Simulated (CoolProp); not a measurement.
Properties of R141b along the isotherm 500 K.

Values from CoolProp's reference Helmholtz-energy equation of state, Lemmon 2006. It is a short technical equation, of lower accuracy than the large ones.

```json
[
 {"p (kPa)": "632", "phase": "gas", "cp (kJ/(kg K))": "1.020", "expansivity (1/kK)": "2.319", "conductivity (mW/(m K))": "29.6", "Prandtl number": "0.537", "fugacity coefficient": "0.9584"},
 {"p (kPa)": "1260", "phase": "gas", "cp (kJ/(kg K))": "1.050", "expansivity (1/kK)": "2.735", "conductivity (mW/(m K))": "30.0", "Prandtl number": "0.551", "fugacity coefficient": "0.9173"},
 {"p (kPa)": "1900", "phase": "gas", "cp (kJ/(kg K))": "1.092", "expansivity (1/kK)": "3.314", "conductivity (mW/(m K))": "30.6", "Prandtl number": "0.571", "fugacity coefficient": "0.8756"},
 {"p (kPa)": "2530", "phase": "gas", "cp (kJ/(kg K))": "1.151", "expansivity (1/kK)": "4.136", "conductivity (mW/(m K))": "31.5", "Prandtl number": "0.600", "fugacity coefficient": "0.8347"},
 {"p (kPa)": "3160", "phase": "gas", "cp (kJ/(kg K))": "1.241", "expansivity (1/kK)": "5.416", "conductivity (mW/(m K))": "33.0", "Prandtl number": "0.645", "fugacity coefficient": "0.7936"},
 {"p (kPa)": "3790", "phase": "gas", "cp (kJ/(kg K))": "1.398", "expansivity (1/kK)": "7.652", "conductivity (mW/(m K))": "35.4", "Prandtl number": "0.722", "fugacity coefficient": "0.7523"},
 {"p (kPa)": "4420", "phase": "supercritical", "cp (kJ/(kg K))": "1.730", "expansivity (1/kK)": "12.38", "conductivity (mW/(m K))": "39.4", "Prandtl number": "0.889", "fugacity coefficient": "0.7102"},
 {"p (kPa)": "5050", "phase": "supercritical", "cp (kJ/(kg K))": "2.661", "expansivity (1/kK)": "25.30", "conductivity (mW/(m K))": "46.7", "Prandtl number": "1.40", "fugacity coefficient": "0.6666"},
 {"p (kPa)": "5690", "phase": "supercritical", "cp (kJ/(kg K))": "3.562", "expansivity (1/kK)": "35.05", "conductivity (mW/(m K))": "54.1", "Prandtl number": "2.31", "fugacity coefficient": "0.6206"},
 {"p (kPa)": "6320", "phase": "supercritical", "cp (kJ/(kg K))": "2.712", "expansivity (1/kK)": "20.55", "conductivity (mW/(m K))": "54.8", "Prandtl number": "2.29", "fugacity coefficient": "0.5778"}
]
```

The peak of cp marks the crossing from liquid-like to gas-like fluid above the critical point.

Viscosity comes from a separate model (Huber 2003), an estimate that may be off by 10 % or more. Thermal conductivity comes from a separate model (Huber 2003), an estimate that may be off by 10 % or more.
